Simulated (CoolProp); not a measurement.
R1336mzz(Z) at 292.87 K and 0.0347 MPa is compressed adiabatically to 0.181 MPa with isentropic efficiency 0.8. Each further row changes one setting.

Values from CoolProp's reference Helmholtz-energy equation of state, McLinden 2020.

```csv
case,work (kJ/kg),final temperature (K),final density (kg/m³)
as stated,30.9,332.2,11.6
efficiency 1,24.8,325.7,11.9
efficiency 0.65,38.1,339.7,11.2
```
